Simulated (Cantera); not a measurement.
## Equilibrium for chlorosilane synthesis and conversion: Si + Cl2 + H2

Feed: 1 mol Si, 1.8 mol Cl2, 15 mol H2, held at 1073.15 K and 5180 Torr.

Method: chemical equilibrium by Gibbs-energy minimisation in Cantera with the NASA 1993 tables (ideal gas, pure condensed phases). Candidate condensed phases: Si; 19 gas species. The tables' values for SiCl3 are old estimates; treat these amounts as uncertain. Rates play no part.

```json
{
  "x(H2)": "0.925",
  "x(SiCl4)": "0.0300",
  "x(SiHCl3)": "0.0292",
  "x(HCl)": "0.0116",
  "x(SiH2Cl2)": "0.00333",
  "x(SiCl3)": "0.000483",
  "x(SiCl2)": "0.000125",
  "x(SiH3Cl)": "9.96e-5",
  "x(SiH4)": "1.28e-6",
  "gas_amount": "15.81 mol",
  "log10 activity of Si(s) (absent)": "-0.36"
}
```
